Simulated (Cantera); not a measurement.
# Stirred combustor or abatement burner

A perfectly stirred reactor is fed with CO : H2 : CH4 : O2 : N2 = 1 : 0.71 : 0.95 : 3.24 : 12.2 (molar parts), at 0.480 bar; it is adiabatic with a 575 K inlet, and is followed from long to short residence time, starting on the burning branch (τ in s: 0.21, 0.094, 0.041, 0.018, 0.0078, 0.0034, 0.0015, 0.00064, 0.00028, 0.00012, 5.3e-05, 2.3e-05).

Computed with Cantera and GRI-Mech 3.0 (53 species, 325 reactions).

| τ (s) | T (K) | x CO | x H2 | x CH4 | x C2H4 | x C2H | x C2H6 |
|---|---|---|---|---|---|---|---|
| 0.21 | 2273 | 0.00985 | 0.00251 | 1.02e-6 | 8.34e-12 | <1e-12 | <1e-12 |
| 0.094 | 2263 | 0.0108 | 0.00278 | 2.10e-6 | 3.22e-11 | <1e-12 | <1e-12 |
| 0.041 | 2240 | 0.0128 | 0.00335 | 4.17e-6 | 1.07e-10 | 1.30e-12 | <1e-12 |
| 0.018 | 2198 | 0.0161 | 0.00437 | 7.76e-6 | 2.79e-10 | 3.10e-12 | 2.69e-12 |
| 0.0078 | 2135 | 0.0205 | 0.00590 | 1.43e-5 | 6.45e-10 | 6.17e-12 | 8.39e-12 |
| 0.0034 | 2055 | 0.0252 | 0.00777 | 2.67e-5 | 1.49e-9 | 1.17e-11 | 2.69e-11 |
| 0.0015 | 1964 | 0.0299 | 0.00976 | 5.20e-5 | 3.77e-9 | 2.30e-11 | 9.48e-11 |
| 0.00064 | 1861 | 0.0348 | 0.0117 | 0.000113 | 1.18e-8 | 5.20e-11 | 4.23e-10 |
| 0.00028 | 1755 | 0.0409 | 0.0133 | 0.000267 | 4.60e-8 | 1.31e-10 | 2.38e-9 |
| 0.00012 | 1638 | 0.0526 | 0.0150 | 0.000790 | 3.04e-7 | 4.16e-10 | 2.45e-8 |
| 5.3e-5 | 575 | 0.0552 | 0.0392 | 0.0525 | <1e-12 | <1e-12 | <1e-12 |
| 2.3e-5 | 575 | 0.0552 | 0.0392 | 0.0525 | <1e-12 | <1e-12 | <1e-12 |
x: mole fraction; the columns are a selection and need not sum to one.
